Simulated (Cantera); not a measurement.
A Cantera script and what it prints.

```python
import numpy as np
import cantera as ct

gas_names = """
    CL CL2 H HCL H2 Si SiCL SiCL2 SiCL3 SiCL4 SiH SiHCL3 SiH2 SiH2CL2 SiH3 SiH3CL SiH4 Si2 Si3
""".split()
cond_names = """
    Si(cr) Si(L)
""".split()


def load(file, names, dense=False):
    # The tables refer to 1 bar. Condensed volumes are neglected.
    table = {s.name: s for s in ct.Species.list_from_file(file)}
    out = []
    for n in names:
        d = dict(table[n].input_data)
        d["thermo"] = dict(d["thermo"], **{"reference-pressure": 1e5})
        if dense:
            d["equation-of-state"] = {"model": "constant-volume", "density": "1e6 g/cm^3"}
        out.append(ct.Species.from_dict(d))
    return out


gas = ct.Solution(thermo="ideal-gas", species=load("nasa_gas.yaml", gas_names))
cond = {s.name: ct.Solution(thermo="fixed-stoichiometry", species=[s], name=s.name)
        for s in load("nasa_condensed.yaml", cond_names, dense=True)}
atoms = {
    'SiHCl3': {'Si': 1, 'H': 1, 'CL': 3},
    'H2': {'H': 2},
}
top_T = {}  # K; cautious upper limits of use, not melting points


def equilibrate(T, P, feed):
    n = {}
    for name, mol in feed.items():
        for a, k in atoms[name].items():
            n[a] = n.get(a, 0.0) + k * mol
    gas.TPX = T, P, n
    mass = sum(n.values()) * gas.mean_molecular_weight
    gas.equilibrate("TP")
    valid = [c for c in cond.values() if c.min_temp <= T <= top_T.get(c.name, c.max_temp)]
    mix = ct.Mixture([(gas, mass / gas.mean_molecular_weight)] + [(c, 0.0) for c in valid])
    mix.T, mix.P = T, P
    mix.equilibrate("TP", solver="vcs", rtol=1e-11, max_steps=5000)
    return mix


results = []
T = 1750  # K
P = 1000  # Pa
for m in [98, 120, 150, 190, 230, 280, 350, 440, 540, 670, 830]:
    feed = {'SiHCl3': 1, 'H2': m}  # mol
    mix = equilibrate(T, P, feed)
    results.append((T, P, feed, dict(zip(mix.species_names, mix.species_moles))))

top = {s: max(r[3][s] / sum(r[3][g] for g in gas_names) for r in results) for s in gas_names}
cols = sorted((s for s in top if top[s] > 1e-05), key=lambda s: -top[s])[:7]
seen = [c for c in cond_names if any(r[3].get(c, 0) > 1e-12 for r in results)]
print("log10 of partial pressures in bar; condensed amounts in mol")
print(f"{'n(H2)':>10s}" + "".join(f"{s[:9]:>10s}" for s in cols + seen))
for T, P, feed, n in results:
    ng = sum(n[g] for g in gas_names)
    print(f"{feed['H2']:10.4g}" + "".join(f"{np.log10(max(n[s] / ng * P / 1e5, 1e-99)):10.3f}" for s in cols)
          + "".join(f"{n.get(c, 0):10.4g}" for c in seen))
```

Output:

```
log10 of partial pressures in bar; condensed amounts in mol
     n(H2)        H2       HCL         H     SiCL2        Si        CL      SiCL     Si(L)
        98    -2.013    -3.595    -4.640    -4.655    -5.824    -6.334    -6.342     0.754
       120    -2.011    -3.670    -4.639    -4.808    -5.824    -6.411    -6.419    0.7815
       150    -2.009    -3.756    -4.638    -4.981    -5.824    -6.497    -6.505    0.8066
       190    -2.008    -3.848    -4.637    -5.167    -5.824    -6.590    -6.598    0.8271
       230    -2.007    -3.924    -4.637    -5.320    -5.824    -6.667    -6.674    0.8391
       280    -2.006    -4.003    -4.636    -5.480    -5.824    -6.747    -6.754     0.847
       350    -2.005    -4.094    -4.636    -5.663    -5.824    -6.838    -6.846    0.8504
       440    -2.004    -4.189    -4.635    -5.852    -5.824    -6.933    -6.941    0.8474
       540    -2.003    -4.274    -4.635    -6.023    -5.824    -7.019    -7.026    0.8389
       670    -2.003    -4.365    -4.635    -6.205    -5.824    -7.109    -7.117    0.8232
       830    -2.003    -4.455    -4.635    -6.386    -5.824    -7.200    -7.208       0.8
```

Method: chemical equilibrium by Gibbs-energy minimisation in Cantera with the NASA 1993 tables (ideal gas, pure condensed phases). The tables' values for SiCl are old estimates; treat these amounts as uncertain. Gases not in the tables: Si2H6 and higher silanes.
